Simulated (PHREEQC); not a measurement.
A solution holds 0.00097 mol/kgw CaCl2, 8e-06 mol/kgw CO2 and 0.0083 mol/kgw NaCl, at 25 °C. Closed to the air; pH follows from the charge balance.

The numbers come from PHREEQC with the ion-association model, wateq4f.dat.

Precipitation was switched off in this run.

Task: Order these C species by the share of C that they hold, largest first: CaHCO3+, HCO3-, CO2.

Result: CO2 (77 %), HCO3- (23 %), CaHCO3+ (0.18 %)

The pH is 5.78 and the ionic strength 0.0112 mol/kgw. Complexes and solids missing from the database can't appear.
